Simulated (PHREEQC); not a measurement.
Dissolve 0.029 mol NaHSO4, 0.048 mol NaOH, 0.23 mol LiCl and 0.027 mol Na2SO4 per kg of water at 60 °C. Closed to the air; pH follows from the charge balance.

All values are PHREEQC results (ion-association model, phreeqc.dat), not measurements.

```yaml
pH: 11.10
ionic_strength: 0.387 mol/kgw
activity_of_water: 0.989
specific_conductance: 56400 µS/cm
density: 0.997 g/cm³
total_alkalinity: 19.0 meq/kg
```

```
species  molality  activity   log γ
-------  --------  --------  ------
Cl-         0.230     0.150  -0.187
Li+         0.222     0.156  -0.151
Na+         0.124    0.0877  -0.152
SO4-2      0.0409   0.00852  -0.681
OH-        0.0190    0.0121  -0.196
LiSO4-    0.00853   0.00581  -0.166
NaSO4-    0.00660   0.00456  -0.160
```

No solid was allowed to form. Constants without temperature data keep their 25 °C values here.
